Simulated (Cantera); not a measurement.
An isothermal, constant-pressure homogeneous reactor starts with 0.0772 % CO, 0.772 % O2, 0.00219 % H2O, 99.1 % N2, equivalence ratio 0.050, at 1073 K and 8.39 atm.

Cantera simulation using GRI-Mech 3.0 (53 species, 325 reactions); the numbers are that mechanism's predictions, not measurements.

Task: Predict: x(CO) at 3.00 s; x(O2) at 3.00 s; x(H2O) at 3.00 s; x(HO2) at 3.00 s.

Result: 
- x(CO) at 3.00 s: 0.000713 (gas-phase equilibrium 1.91e-12)
- x(O2) at 3.00 s: 0.00769 (gas-phase equilibrium 0.00733)
- x(H2O) at 3.00 s: 2.19e-5 (gas-phase equilibrium 2.19e-5)
- x(HO2) at 3.00 s: 5.51e-8 (gas-phase equilibrium 5.65e-12)
